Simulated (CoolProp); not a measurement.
R365MFC along the isobar 13.7 MPa: density (kg/m³) from the reference equation and from simpler models built on Tc = 460.0 K, pc = 3.266 MPa, ω = 0.377; each cubic takes its own stable root.

The numbers come from the reference Helmholtz-energy equation of state, Lemmon 2016 in CoolProp.

```
T (K)          phase  reference
-----  -------------  ---------
263.9         liquid       1350
283.5         liquid       1314
303.2         liquid       1278
322.9         liquid       1241
342.6         liquid       1202
362.3         liquid       1163
381.9         liquid       1122
401.6         liquid       1079
421.3         liquid       1033
441           liquid      985.5
460.6  supercritical      934.9
480.3  supercritical      880.6
500    supercritical      823.0
```

Question: How far does each simpler model (van der Waals, Redlich-Kwong, Soave-Redlich-Kwong, Peng-Robinson) lie from the reference over these 13 states: mean and median of the absolute difference, and the worst?

Answer: 
- van der Waals: mean 31.9 %, median 33.2 %, worst -37.6 % at 263.9 K and 13.7 MPa
- Redlich-Kwong: mean 8.8 %, median 9.3 %, worst -10.1 % at 263.9 K and 13.7 MPa
- Soave-Redlich-Kwong: mean 7.0 %, median 6.8 %, worst -8.9 % at 500 K and 13.7 MPa
- Peng-Robinson: mean 4.1 %, median 4.6 %, worst +5.6 % at 362.3 K and 13.7 MPa
